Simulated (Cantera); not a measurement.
Gas mixture: CO₂ : H₂O = 0.11 : 0.11 (molar parts), at 3.40 bar, frozen composition.

Cantera's kinetic-theory transport with the Lennard-Jones parameters of GRI-Mech 3.0, ideal gas; thermal conductivity in the multicomponent form. Polar gases are described roughly by these parameters.

D: mixture-averaged diffusion coefficient of that species in the mixture.

```csv
T (K),ρ (kg/m³),cp (J/kg/K),μ (µPa s),λ (mW/m/K),Pr,D (cm²/s) OH,D (cm²/s) NO,D (cm²/s) CH₃
400,3.17,1218,17.6,31.4,0.685,0.150,0.0933,0.102
600,2.11,1349,25.7,51.0,0.681,0.308,0.193,0.215
800,1.59,1454,33.1,70.9,0.679,0.506,0.320,0.357
1000,1.27,1542,39.8,90.8,0.676,0.740,0.469,0.526
1200,1.06,1615,46.1,111,0.674,1.01,0.639,0.718
1400,0.906,1677,(withheld),(withheld),0.672,(withheld),(withheld),(withheld)
1600,0.793,1729,57.6,149,0.670,1.63,1.04,1.17
1800,0.705,1772,62.8,(withheld),0.668,(withheld),(withheld),(withheld)
2000,0.634,1808,67.9,184,0.667,2.36,1.51,1.70
```

**Question.** What belongs in the gaps?

**Answer.** 
- 1400, μ (µPa s): 52.0
- 1400, λ (mW/m/K): 130
- 1400, D (cm²/s) OH: 1.30
- 1400, D (cm²/s) NO: 0.829
- 1400, D (cm²/s) CH₃: 0.933
- 1800, λ (mW/m/K): 167
- 1800, D (cm²/s) OH: 1.98
- 1800, D (cm²/s) NO: 1.26
- 1800, D (cm²/s) CH₃: 1.42
